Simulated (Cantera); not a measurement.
A freely propagating, adiabatic, planar premixed flame of H2 : O2 : N2 = 1 : 0.833 : 3.13 (molar parts), equivalence ratio 0.60, unburnt at 500 K and 0.570 bar; mixture-averaged transport, grid criteria slope 0.08 and curve 0.16, no radiation.

Model: the H2/O2 subset of GRI-Mech 3.0, which has no nitrogen chemistry, integrated in Cantera. Burning velocities carry a grid error of a few per cent, more on coarse grids. Lean hydrogen flames are cellular in practice and burn faster than this planar one.

x: mole fraction of selected species; z is measured from the peak of heat release.

```json
[
 {"z (mm)": "-2.48", "T (K)": "500", "u (m/s)": "2.93", "x H2": "0.201", "x O2": "0.168", "x H2O": "<1e-8", "x H": "<1e-8", "x H2O2": "<1e-8", "x OH": "<1e-8"},
 {"z (mm)": "-1.65", "T (K)": "500", "u (m/s)": "2.93", "x H2": "0.201", "x O2": "0.168", "x H2O": "<1e-8", "x H": "<1e-8", "x H2O2": "<1e-8", "x OH": "<1e-8"},
 {"z (mm)": "-1.24", "T (K)": "500", "u (m/s)": "2.93", "x H2": "0.201", "x O2": "0.168", "x H2O": "3.96e-8", "x H": "<1e-8", "x H2O2": "<1e-8", "x OH": "<1e-8"},
 {"z (mm)": "-0.826", "T (K)": "500", "u (m/s)": "2.93", "x H2": "0.201", "x O2": "0.168", "x H2O": "3.21e-6", "x H": "<1e-8", "x H2O2": "2.27e-8", "x OH": "<1e-8"},
 {"z (mm)": "-0.413", "T (K)": "532", "u (m/s)": "3.08", "x H2": "0.188", "x O2": "0.170", "x H2O": "0.00185", "x H": "7.41e-5", "x H2O2": "1.22e-5", "x OH": "5.81e-5"},
 {"z (mm)": "-0.207", "T (K)": "?", "u (m/s)": "4.26", "x H2": "0.149", "x O2": "0.164", "x H2O": "0.0247", "x H": "0.00301", "x H2O2": "2.03e-5", "x OH": "0.000646"},
 {"z (mm)": "0", "T (K)": "?", "u (m/s)": "6.14", "x H2": "0.0807", "x O2": "0.135", "x H2O": "0.0915", "x H": "0.0153", "x H2O2": "5.40e-6", "x OH": "0.00239"},
 {"z (mm)": "0.207", "T (K)": "?", "u (m/s)": "7.54", "x H2": "0.0295", "x O2": "0.0954", "x H2O": "0.158", "x H": "0.0226", "x H2O2": "3.63e-6", "x OH": "0.00648"},
 {"z (mm)": "0.413", "T (K)": "?", "u (m/s)": "8.27", "x H2": "0.0156", "x O2": "0.0816", "x H2O": "0.181", "x H": "0.0196", "x H2O2": "2.09e-6", "x OH": "0.00887"},
 {"z (mm)": "0.826", "T (K)": "1665", "u (m/s)": "8.97", "x H2": "0.0112", "x O2": "0.0768", "x H2O": "0.192", "x H": "0.0126", "x H2O2": "1.03e-6", "x OH": "0.0104"},
 {"z (mm)": "1.65", "T (K)": "1791", "u (m/s)": "9.58", "x H2": "0.00799", "x O2": "0.0749", "x H2O": "0.202", "x H": "0.00634", "x H2O2": "5.28e-7", "x OH": "0.0105"},
 {"z (mm)": "3.31", "T (K)": "1885", "u (m/s)": "10.0", "x H2": "0.00465", "x O2": "0.0741", "x H2O": "0.210", "x H": "0.00249", "x H2O2": "2.99e-7", "x OH": "0.00902"},
 {"z (mm)": "6.61", "T (K)": "1944", "u (m/s)": "10.3", "x H2": "0.00217", "x O2": "0.0742", "x H2O": "0.216", "x H": "0.000738", "x H2O2": "1.77e-7", "x OH": "0.00663"}
]
```

### Question
What belongs in the gaps?

### Answer

- -0.207, T (K): 758
- 0, T (K): 1119
- 0.207, T (K): 1384
- 0.413, T (K): 1525
